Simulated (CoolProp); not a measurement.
Carbonyl sulfide along the isobar 29.7 MPa: density (kg/m³) from the reference equation and from simpler models built on Tc = 378.8 K, pc = 6.369 MPa, ω = 0.098; each cubic takes its own stable root.

Computed with CoolProp (reference Helmholtz-energy equation of state, Lemmon 2006). It is a short technical equation, of lower accuracy than the large ones.

| T (K) | phase | reference | van der Waals | Redlich-Kwong | Peng-Robinson |
|---|---|---|---|---|---|
| 302.6 | liquid | 1064 | 738.9 | 1012 | (withheld) |
| 309.7 | liquid | 1050 | 732.3 | 998.0 | 1127 |
| 316.8 | liquid | 1035 | 725.6 | 983.4 | (withheld) |
| 323.9 | liquid | 1020 | 718.9 | 968.5 | (withheld) |
| 331 | liquid | (withheld) | 712.0 | 953.5 | (withheld) |
| 338 | liquid | 990.5 | 705.2 | 938.4 | 1056 |
| 345.1 | liquid | 975.0 | 698.3 | 923.0 | 1037 |
| 352.2 | liquid | 959.4 | 691.3 | 907.3 | 1018 |
| 359.3 | liquid | 943.4 | 684.2 | 891.5 | 998.9 |
| 366.4 | liquid | (withheld) | 677.0 | 875.5 | 979.0 |
| 373.5 | liquid | 910.8 | 669.7 | 859.4 | 958.8 |
| 380.6 | supercritical | 894.1 | 662.4 | 843.2 | 938.3 |
| 387.7 | supercritical | 877.2 | 655.1 | 826.8 | 917.4 |
| 394.8 | supercritical | 860.0 | 647.6 | 810.3 | 896.3 |

Problem. Complete the blanks.

Solution. 
- 302.6, Peng-Robinson: 1143
- 316.8, Peng-Robinson: 1109
- 323.9, Peng-Robinson: 1092
- 331, reference: 1005
- 331, Peng-Robinson: 1074
- 366.4, reference: 927.3
